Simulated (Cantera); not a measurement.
What does this Cantera script print?

```python
import numpy as np
import cantera as ct

gas_names = """
    H H2 N NH NH2 NH3 N2 N2H2 N2H4 Si SiH SiH2 SiH3 SiH4 SiN Si2 Si2N Si3
""".split()
cond_names = """
    Si(cr) Si(L) Si3N4(a)
""".split()


# ... load() reads the species with a 1 bar reference pressure and builds the phases ...
atoms = {
    'trisilylamine': {'Si': 3, 'N': 1, 'H': 9},
    'N2': {'N': 2},
    'NH3': {'N': 1, 'H': 3},
}
top_T = {'Si3N4(a)': 2400}  # K; cautious upper limits of use, not melting points


# ... equilibrate(T, P, feed) seeds the gas with the atoms and calls Mixture.equilibrate('TP', solver="vcs", rtol=1e-11, max_steps=5000) ...
results = []
feed = {'trisilylamine': 1, 'N2': 0.3, 'NH3': 4.9}  # mol
P = 5.2  # Pa
for T in [925, 1025, 1125, 1225, 1325, 1425, 1525, 1625, 1725, 1825]:
    mix = equilibrate(T, P, feed)
    results.append((T, P, feed, dict(zip(mix.species_names, mix.species_moles))))

top = {s: max(r[3][s] / sum(r[3][g] for g in gas_names) for r in results) for s in gas_names}
cols = sorted((s for s in top if top[s] > 1e-05), key=lambda s: -top[s])[:6]
seen = [c for c in cond_names if any(r[3].get(c, 0) > 1e-12 for r in results)]
print("log10 of partial pressures in bar; condensed amounts in mol")
print(f"{'T/K':>10s}" + "".join(f"{s[:9]:>10s}" for s in cols + seen))
for T, P, feed, n in results:
    ng = sum(n[g] for g in gas_names)
    print(f"{T:10.4g}" + "".join(f"{np.log10(max(n[s] / ng * P / 1e5, 1e-99)):10.3f}" for s in cols)
          + "".join(f"{n.get(c, 0):10.4g}" for c in seen))
```

Result:

```
log10 of partial pressures in bar; condensed amounts in mol
       T/K        H2        N2        Si         H       Si2       SiH    Si(cr)     Si(L)  Si3N4(a)
       925    -4.328    -5.304   -22.358   -11.748   -32.888   -22.356         0         0         1
      1025    -4.328    -5.304   -18.519   -10.525   -26.928   -18.938         0         0         1
      1125    -4.328    -5.304   -15.368    -9.516   -22.037   -16.133         0         0         1
      1225    -4.328    -5.304   -12.735    -8.670   -17.953   -13.791         0         0         1
      1325    -4.328    -5.304   -10.504    -7.950   -14.492   -11.807         0         0         1
      1425    -4.377    -5.000    -8.793    -7.355   -11.931   -10.334     2.361         0    0.2127
      1525    -4.391    -4.952    -7.724    -6.821   -10.541    -9.457     2.994         0         0
      1625    -4.395    -4.954    -6.788    -6.349    -9.325    -8.686     2.951         0         0
      1725    -4.409    -4.965    -5.993    -5.936    -8.315    -8.043         0     2.686         0
      1825    -4.458    -5.004    -5.342    -5.585    -7.529    -7.545         0     1.466         0
```

Method: chemical equilibrium by Gibbs-energy minimisation in Cantera with the NASA 1993 tables (ideal gas, pure condensed phases). The feed counts by its element totals alone. Mutual solubility and eutectic melting of coexisting phases are not modelled. The tables' values for SiN are old estimates; treat these amounts as uncertain. Gases not in the tables: Si2H6 and higher silanes.
